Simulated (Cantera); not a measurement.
A closed system holds: 1 mol SiCl4, 0.4 mol C2H4, 19 mol H2, 2 mol HCl, equilibrated at 998.15 K and 7000 Pa.

Cantera equilibrium calculation (NASA polynomials, part measured and part estimated; ideal gas, pure solids and liquids). Candidate condensed phases: C, C6H6, C7H8, C8H18, Si, SiC; 109 gas species. The tables' values for SiCl3 are old estimates; treat these amounts as uncertain. The numbers say what is thermodynamically allowed, not how fast it happens.

Base state: H2 0.841, HCl 0.117, SiCl4 0.0350, CH4 0.00483, SiHCl3 0.00175, SiCl3 0.000123, SiCl2 1.05e-5 (mole fractions); condensed: C(graphite) + SiC(s).

**Question.** What changes in the equilibrium state with this change: temperature from 998.15 K to 2273.15 K?

**Answer.** 
```tsv
species	before	after
H2	0.841	0.735
HCl	0.117	0.212
H	7.49e-9	0.0272
SiCl4	0.0350	4.86e-7
SiCl2	1.05e-5	0.0146
Cl	<1e-9	0.00566
C2H2 (acetylene)	<1e-9	0.00277
C(graphite), mol	0.534	0.0761
SiC(s), mol	0.156	0.577
```
The tables' values for SiCl, SiCl3 are old estimates; treat these amounts as uncertain. Gases not in the tables: Si2H6 and higher silanes.

**Question.** What changes in the equilibrium state with this change: pressure from 7000 Pa to 1330 Pa?

**Answer.** 
```
species             before     after
----------------  --------  --------
H2                   0.841     0.815
HCl                  0.117     0.159
SiCl4               0.0350    0.0242
CH4                0.00483  0.000863
SiHCl3             0.00175  0.000864
SiCl2              1.05e-5   2.00e-5
SiCl3             0.000123  0.000141
C(graphite), mol     0.534     0.366
SiC(s), mol          0.156     0.414
```
